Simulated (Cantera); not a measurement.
Feed: 1 mol SiH2Cl2, 0.18 mol HCl, 48 mol H2, held at 1330 Pa.

These are equilibrium values from Cantera (NASA tables, ideal gas, pure condensed phases), not measurements of a reactor. Candidate condensed phases: Si; 19 gas species. Gases not in the tables: Si2H6 and higher silanes. The numbers say what is thermodynamically allowed, not how fast it happens.

Question: Which condensed phases are stable at each of these points (T (K)): 1150, 1225, 1300, 1375, 1450, 1525, 1600, 1675, 1750, 1825?

Answer: 
| T (K) | condensed phases | Si condensed (%) |
|---|---|---|
| 1150 | Si(s) | 78.6 |
| 1225 | Si(s) | 81.0 |
| 1300 | Si(s) | 81.0 |
| 1375 | Si(s) | 80.4 |
| 1450 | Si(s) | 79.6 |
| 1525 | Si(s) | 78.8 |
| 1600 | Si(s) | 78.1 |
| 1675 | Si(s) | 77.2 |
| 1750 | Si(l) | 77.8 |
| 1825 | Si(l) | 77.7 |

From 1150 K to 1675 K the condensed part is Si(s). From 1750 K to 1825 K the condensed part is Si(l).
